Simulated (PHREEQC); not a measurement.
Dissolve 0.16 mol K2CO3 and 0.0015 mol H3BO3 per kg of water at 20 °C. Closed to the air; pH follows from the charge balance.

All values are PHREEQC results (ion-association model, phreeqc.dat), not measurements.

```json
{
  "pH": "11.45",
  "ionic_strength": "0.475 mol/kgw",
  "activity_of_water": "0.992",
  "specific_conductance": "25700 µS/cm",
  "density": "1.018 g/cm³",
  "total_alkalinity": "320 meq/kg"
}
```

```json
[
 {"species": "K+", "molality": "0.320", "activity": "0.208", "log γ": "-0.188"},
 {"species": "CO3-2", "molality": "0.155", "activity": "0.0366", "log γ": "-0.628"},
 {"species": "HCO3-", "molality": "0.00447", "activity": "0.00311", "log γ": "-0.157"},
 {"species": "OH-", "molality": "0.00297", "activity": "0.00190", "log γ": "-0.195"},
 {"species": "H2BO3-", "molality": "0.00149", "activity": "0.00110", "log γ": "-0.134"},
 {"species": "H3BO3", "molality": "6.70e-6", "activity": "7.48e-6", "log γ": "0.048"},
 {"species": "CO2", "molality": "2.42e-8", "activity": "2.70e-8", "log γ": "0.048"}
]
```

No solid was allowed to form. Complexes and solids missing from the database can't appear.
